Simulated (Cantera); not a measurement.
Input (Python, Cantera) and output of one run.

```python
import numpy as np
import cantera as ct

gas_names = """
    C CO CO2 C2 C2O C3 C3O2 C4 C5 Fe FeC5O5 FeO O O2 O3
""".split()
cond_names = """
    C(gr) Fe(a) Fe(c) Fe(d) Fe(L) FeC5O5(L) FeO(s) FeO(L) Fe2O3(s) Fe3O4(s)
""".split()


# ... load() reads the species with a 1 bar reference pressure and builds the phases ...
atoms = {
    'Fe2O3': {'Fe': 2, 'O': 3},
    'CO': {'C': 1, 'O': 1},
}
top_T = {'C(gr)': 4500, 'Fe2O3(s)': 1830, 'Fe3O4(s)': 1870}  # K; cautious upper limits of use, not melting points


# ... equilibrate(T, P, feed) seeds the gas with the atoms and calls Mixture.equilibrate('TP', solver="vcs", rtol=1e-11, max_steps=5000) ...
results = []
T = 1823  # K
P = 16  # Pa
for m in [0.78, 0.93, 1.1, 1.3, 1.6, 1.9, 2.3, 2.7, 3.2, 3.9, 4.6, 5.5]:
    feed = {'Fe2O3': 1, 'CO': m}  # mol
    mix = equilibrate(T, P, feed)
    results.append((T, P, feed, dict(zip(mix.species_names, mix.species_moles))))

top = {s: max(r[3][s] / sum(r[3][g] for g in gas_names) for r in results) for s in gas_names}
cols = sorted((s for s in top if top[s] > 0.001), key=lambda s: -top[s])[:5]
seen = [c for c in cond_names if any(r[3].get(c, 0) > 1e-12 for r in results)]
print("log10 of partial pressures in bar; condensed amounts in mol")
print(f"{'n(CO)':>10s}" + "".join(f"{s[:9]:>10s}" for s in cols + seen))
for T, P, feed, n in results:
    ng = sum(n[g] for g in gas_names)
    print(f"{feed['CO']:10.4g}" + "".join(f"{np.log10(max(n[s] / ng * P / 1e5, 1e-99)):10.3f}" for s in cols)
          + "".join(f"{n.get(c, 0):10.4g}" for c in seen))
```

Output:

```
log10 of partial pressures in bar; condensed amounts in mol
     n(CO)       CO2        CO        O2        Fe         O    FeO(L)
      0.78    -3.889    -5.150    -4.647    -6.585    -6.145     1.997
      0.93    -3.863    -4.966    -4.962    -6.428    -6.302     1.996
       1.1    -3.867    -4.700    -5.505    -6.156    -6.574     1.993
       1.3    -3.917    -4.437    -6.129    -5.844    -6.886     1.986
       1.6    -3.999    -4.247    -6.673    -5.572    -7.158      1.97
       1.9    -4.068    -4.154    -6.996    -5.411    -7.319      1.95
       2.3    -4.141    -4.086    -7.278    -5.270    -7.460     1.916
       2.7    -4.199    -4.047    -7.472    -5.173    -7.557     1.877
       3.2    -4.256    -4.018    -7.646    -5.086    -7.644     1.822
       3.9    -4.316    -3.994    -7.814    -5.002    -7.728     1.735
       4.6    -4.361    -3.980    -7.930    -4.944    -7.787      1.64
       5.5    -4.403    -3.969    -8.036    -4.890    -7.840     1.509
```

Method: chemical equilibrium by Gibbs-energy minimisation in Cantera with the NASA 1993 tables (ideal gas, pure condensed phases). The tables' stoichiometric FeO is somewhat more stable than real wüstite, so its field is too wide. FeO: taken at fixed stoichiometry.
